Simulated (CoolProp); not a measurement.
Computed with CoolProp (reference Helmholtz-energy equation of state, Lemmon 2022).

### Question
Give the vapour pressure (MPa), liquid cp (kJ/(kg K)), vapour Z, surface tension (mN/m) of saturated R1234yf at -19.55 °C.

### Answer
| T (°C) | p (MPa) | liquid cp (kJ/(kg K)) | vapour Z | surface tension (mN/m) |
|---|---|---|---|---|
| -19.55 | 0.154 | 1.24 | 0.939 | 12.3 |

Surface tension comes from a separate correlation (Mulero 2012).
